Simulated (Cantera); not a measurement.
A perfectly stirred reactor is fed with CH4 : H2 : O2 : N2 = 1 : 0.089 : 4.99 : 18.7 (molar parts), equivalence ratio 0.41, at 320000 Pa; it is adiabatic with a 350 K inlet, and is followed from long to short residence time, starting on the burning branch (τ in s: 0.036, 0.021, 0.012, 0.0068, 0.0039, 0.0023, 0.0013, 0.00075, 0.00043, 0.00025, 0.00014, 8.2e-05).

Model: GRI-Mech 3.0 (53 species, 325 reactions), integrated in Cantera.

What does this change do: inlet temperature 350 to 425 K?


```csv
quantity,before,after
"blow-out, bracketed by the residence times tried","burning at 21.0 ms, out at 12.0 ms","burning at 12.0 ms, out at 6.80 ms"
x(CH4) at τ = 36.0 ms,0.000381,0.000123
x(H2) at τ = 36.0 ms,0.000134,4.91e-5
x(O2) at τ = 36.0 ms,0.121,0.120
x(CH2CO) at τ = 36.0 ms,3.47e-6,6.05e-7
x(CH3) at τ = 36.0 ms,1.27e-5,9.31e-6
x(CH4) at τ = 1.30 ms,0.0404,0.0404
x(H2) at τ = 1.30 ms,0.00359,0.00359
x(O2) at τ = 1.30 ms,0.201,0.201
x(CH2CO) at τ = 1.30 ms,<1e-12,<1e-12
x(CH3) at τ = 1.30 ms,<1e-12,<1e-12
```

What does this change do: pressure from 320000 Pa to 100000 Pa?


```csv
quantity,before,after
"blow-out, bracketed by the residence times tried","burning at 21.0 ms, out at 12.0 ms","burning at 12.0 ms, out at 6.80 ms"
x(CH4) at τ = 36.0 ms,0.000381,0.000141
x(H2) at τ = 36.0 ms,0.000134,9.81e-5
x(O2) at τ = 36.0 ms,0.121,0.120
x(CH2CO) at τ = 36.0 ms,3.47e-6,1.51e-7
x(CH3) at τ = 36.0 ms,1.27e-5,9.61e-6
x(CH4) at τ = 1.30 ms,0.0404,0.0404
x(H2) at τ = 1.30 ms,0.00359,0.00359
x(O2) at τ = 1.30 ms,0.201,0.201
x(CH2CO) at τ = 1.30 ms,<1e-12,<1e-12
x(CH3) at τ = 1.30 ms,<1e-12,<1e-12
```
